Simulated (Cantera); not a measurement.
## Equilibrium for nitride etching: BN + HCl

Feed: 1 mol BN, a varied amount of HCl, held at 75.0 Torr.

Equilibrium computed with Cantera from the NASA thermochemical tables; the gas is ideal and each condensed phase is pure. Candidate condensed phases: B, BN, NH4Cl; 21 gas species. The tables' values for BCl2 are old estimates. Rates play no part.

Stable condensed phases:

```
T in K \ n(HCl) in mol
         2.3 3.1 4.3 5.8 7.9  11  15
   2073    A   A   A   A   B   B   B
   1973    A   A   A   A   A   B   B
   1873    A   A   A   A   A   B   B
   1773    A   A   A   A   A   A   B
   1673    A   A   A   A   A   A   B
   1573    A   A   A   A   A   A   A
   1473    A   A   A   A   A   A   A
   1373    A   A   A   A   A   A   A
   1273    A   A   A   A   A   A   A
   1173    A   A   A   A   A   A   A
   1073    A   A   A   A   A   A   A
    973    A   A   A   A   A   A   A
    873    A   A   A   A   A   A   A
```

A: BN; B: gas only.
